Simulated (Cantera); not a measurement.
Input: 1 mol CuO, 2.7 mol CH₄, 1.1 mol N₂, equilibrated at 52000 Pa.

These are equilibrium values from Cantera (NASA tables, ideal gas, pure condensed phases), not measurements of a reactor. Candidate condensed phases: C, C₆H₆, C₇H₈, C₈H₁₈, Cu, CuO, Cu(OH)₂, Cu₂O, H₂O; 139 gas species. The numbers say what is thermodynamically allowed, not how fast it happens.

### Question
What share of the Cu ends up in condensed phases as a function of T (K), at 1848, 1948, 2048, 2148, 2248, 2348, 2448, 2548, 2648?

### Answer
```json
[
 {"T (K)": "1848", "Cu condensed (%)": "98.7", "as": "Cu(l)"},
 {"T (K)": "1948", "Cu condensed (%)": "96.2", "as": "Cu(l)"},
 {"T (K)": "2048", "Cu condensed (%)": "90.2", "as": "Cu(l)"},
 {"T (K)": "2148", "Cu condensed (%)": "76.7", "as": "Cu(l)"},
 {"T (K)": "2248", "Cu condensed (%)": "47.7", "as": "Cu(l)"},
 {"T (K)": "2348", "Cu condensed (%)": "0.0", "as": "-"},
 {"T (K)": "2448", "Cu condensed (%)": "0.0", "as": "-"},
 {"T (K)": "2548", "Cu condensed (%)": "0.0", "as": "-"},
 {"T (K)": "2648", "Cu condensed (%)": "0.0", "as": "-"}
]
```
